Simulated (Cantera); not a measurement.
## Equilibrium for fluorocarbon and chlorocarbon gases: CH3Cl + Si + H2

Feed: 1 mol CH3Cl, 0.23 mol Si, 0.83 mol H2, equilibrated at 2350 °C and 120 Torr.

Method: chemical equilibrium by Gibbs-energy minimisation in Cantera with the NASA 1993 tables (ideal gas, pure condensed phases). Candidate condensed phases: C, C6H6, C7H8, C8H18, Si, SiC; 109 gas species. The tables' values for SiCl, SiCl3 are old estimates; treat these amounts as uncertain. Gases not in the tables: Si2H6 and higher silanes. The numbers say what is thermodynamically allowed, not how fast it happens.

```yaml
x(H2): 0.587
x(HCl): 0.229
x(H): 0.0807
x(SiCl2): 0.0325
x(Cl): 0.0220
x(Si): 0.0194
x(C2H2 (acetylene)): 0.0104
x(SiC2): 0.00703
x(SiCl): 0.00691
n(C(graphite)): 0.880 mol
gas_amount: 3.094 mol
log10 activity of Si(l) (absent): -0.57
```
